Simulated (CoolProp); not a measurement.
Properties of dimethyl ether along the isotherm 251.85 °C (Tc = 127.2 °C, pc = 5.337 MPa, ω = 0.196).

Computed with CoolProp (reference Helmholtz-energy equation of state, Wu 2011).

```
p (MPa)  phase  expansivity (1/kK)  viscosity (µPa s)  fugacity coefficient
-------  -----  ------------------  -----------------  --------------------
0.178      gas               1.936               17.0                0.9950
0.356      gas               1.969               17.0                0.9899
0.534      gas               2.002               17.1                0.9850
0.712      gas               2.035               17.1                0.9800
0.889      gas               2.069               17.2                0.9751
1.07       gas               2.105               17.2                0.9702
1.25       gas                   …               17.3                     …
1.42       gas                   …               17.3                0.9607
1.6        gas                   …               17.4                0.9558
1.78       gas                   …               17.4                     …
1.96       gas               2.289               17.5                0.9463
2.13       gas               2.327               17.5                0.9418
2.31       gas               2.367               17.6                0.9371
2.49       gas               2.408               17.7                0.9324
2.67       gas                   …               17.7                0.9278
```

### Question
Complete the blanks.

### Answer

- 1.25, expansivity (1/kK): 2.141
- 1.25, fugacity coefficient: 0.9653
- 1.42, expansivity (1/kK): 2.175
- 1.6, expansivity (1/kK): 2.212
- 1.78, expansivity (1/kK): 2.251
- 1.78, fugacity coefficient: 0.9510
- 2.67, expansivity (1/kK): 2.450

Viscosity comes from a separate model (Meng 2012).
